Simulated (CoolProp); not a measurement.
Vapour-liquid equilibrium of propylene (1) + n-hexane (2) at 316.3 K; x and y are mole fractions of (1).

Computed with CoolProp (multi-fluid Helmholtz-energy mixture model, Lemmon 2013 and Thol 2019; pair parameters Bell 2016).

```tsv
x	bubble pressure (kPa)	y at the bubble point	dew pressure at overall composition x (kPa)	liquid density (mol/L)
0.05	146.1	0.713	44.26	7.559
0.15	313.5	0.869	49.50	7.887
0.25	454.2	0.913	56.12	8.239
0.35	588.4	0.936	64.76	8.614
0.45	727.8	0.952	76.53	9.014
0.55	879.3	0.964	93.48	9.437
0.65	1047	0.974	120.0	9.877
0.75	1231	0.983	167.4	10.32
0.85	1432	0.990	275.3	10.75
0.95	1651	0.997	705.8	11.11
```

No azeotrope shows between x = 0.05 and 0.95.

Pair parameters are fitted to limited data, so mixtures are less certain than the pure fluids. The gap from Raoult's law changes sign with composition, which may be real or a fault of the pair parameters; it wasn't checked against measurements.
